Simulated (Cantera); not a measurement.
A Cantera script and what it prints.

```python
import numpy as np
import cantera as ct

gas_names = """
    Ca CaF CaF2 CaO CaOH CaO2H2 Ca2 F FO FO2 F2 F2O H HF HOF HO2 H2 H2F2 H2O H2O2 H3F3 H4F4 H5F5 H6F6
    H7F7 O OH O2 O3
""".split()
cond_names = """
    Ca(a) Ca(b) Ca(L) CaF2(a) CaF2(b) CaF2(L) CaO(s) CaO(L) CaO2H2(s) H2O(s) H2O(L)
""".split()


# ... load() reads the species with a 1 bar reference pressure and builds the phases ...
atoms = {
    'CaO': {'Ca': 1, 'O': 1},
    'HF': {'H': 1, 'F': 1},
    'O2': {'O': 2},
}
top_T = {}  # K; cautious upper limits of use, not melting points


# ... equilibrate(T, P, feed) seeds the gas with the atoms and calls Mixture.equilibrate('TP', solver="vcs", rtol=1e-11, max_steps=5000) ...
results = []
P = 8.9  # Pa
for T in [998, 1048, 1098, 1148, 1198, 1248, 1298, 1348, 1398, 1448, 1498, 1548, 1598, 1648]:
    for m in [2.6, 8.1, 14, 19, 25, 30, 36, 41]:
        feed = {'CaO': 1, 'HF': m, 'O2': 3.9}  # mol
        mix = equilibrate(T, P, feed)
        results.append((T, P, feed, dict(zip(mix.species_names, mix.species_moles))))

for T, P, feed, n in results:
    print(f"{T:7g} {feed['HF']:10.4g}  " + (" + ".join(c for c in cond_names if n.get(c, 0) > 1e-12) or "gas only"))
```

It prints:

```
    998        2.6  CaF2(a)
    998        8.1  CaF2(a)
    998         14  CaF2(a)
    998         19  CaF2(a)
    998         25  CaF2(a)
    998         30  CaF2(a)
    998         36  CaF2(a)
    998         41  CaF2(a)
   1048        2.6  CaF2(a)
   1048        8.1  CaF2(a)
   1048         14  CaF2(a)
   1048         19  CaF2(a)
   1048         25  CaF2(a)
   1048         30  CaF2(a)
   1048         36  CaF2(a)
   1048         41  CaF2(a)
   1098        2.6  CaF2(a)
   1098        8.1  CaF2(a)
   1098         14  CaF2(a)
   1098         19  CaF2(a)
   1098         25  CaF2(a)
   1098         30  CaF2(a)
   1098         36  CaF2(a)
   1098         41  CaF2(a)
   1148        2.6  CaF2(a)
   1148        8.1  CaF2(a)
   1148         14  CaF2(a)
   1148         19  CaF2(a)
   1148         25  CaF2(a)
   1148         30  CaF2(a)
   1148         36  CaF2(a)
   1148         41  CaF2(a)
   1198        2.6  CaF2(a)
   1198        8.1  CaF2(a)
   1198         14  CaF2(a)
   1198         19  CaF2(a)
   1198         25  CaF2(a)
   1198         30  CaF2(a)
   1198         36  CaF2(a)
   1198         41  CaF2(a)
   1248        2.6  CaF2(a)
   1248        8.1  CaF2(a)
   1248         14  CaF2(a)
   1248         19  CaF2(a)
   1248         25  CaF2(a)
   1248         30  CaF2(a)
   1248         36  CaF2(a)
   1248         41  CaF2(a)
   1298        2.6  CaF2(a) + CaO(s)
   1298        8.1  CaF2(a)
   1298         14  CaF2(a)
   1298         19  CaF2(a)
   1298         25  CaF2(a)
   1298         30  CaF2(a)
   1298         36  CaF2(a)
   1298         41  CaF2(a)
   1348        2.6  CaF2(a) + CaO(s)
   1348        8.1  CaF2(a)
   1348         14  CaF2(a)
   1348         19  CaF2(a)
   1348         25  CaF2(a)
   1348         30  CaF2(a)
   1348         36  CaF2(a)
   1348         41  CaF2(a)
   1398        2.6  CaF2(a) + CaO(s)
   1398        8.1  CaF2(a)
   1398         14  CaF2(a)
   1398         19  CaF2(a)
   1398         25  CaF2(a)
   1398         30  CaF2(a)
   1398         36  CaF2(a)
   1398         41  CaF2(a)
   1448        2.6  CaF2(b) + CaO(s)
   1448        8.1  CaF2(b)
   1448         14  CaF2(b)
   1448         19  CaF2(b)
   1448         25  CaF2(b)
   1448         30  CaF2(b)
   1448         36  CaF2(b)
   1448         41  CaF2(b)
   1498        2.6  CaF2(b) + CaO(s)
   1498        8.1  CaF2(b)
   1498         14  CaF2(b)
   1498         19  CaF2(b)
   1498         25  CaF2(b)
   1498         30  CaF2(b)
   1498         36  CaF2(b)
   1498         41  gas only
   1548        2.6  CaO(s)
   1548        8.1  CaO(s)
   1548         14  gas only
   1548         19  gas only
   1548         25  gas only
   1548         30  gas only
   1548         36  gas only
   1548         41  gas only
   1598        2.6  CaO(s)
   1598        8.1  CaO(s)
   1598         14  gas only
   1598         19  gas only
   1598         25  gas only
   1598         30  gas only
   1598         36  gas only
   1598         41  gas only
   1648        2.6  CaO(s)
   1648        8.1  CaO(s)
   1648         14  gas only
   1648         19  gas only
   1648         25  gas only
   1648         30  gas only
   1648         36  gas only
   1648         41  gas only
```

Equilibrium computed with Cantera from the NASA thermochemical tables; the gas is ideal and each condensed phase is pure. Mutual solubility and eutectic melting of coexisting phases are not modelled.
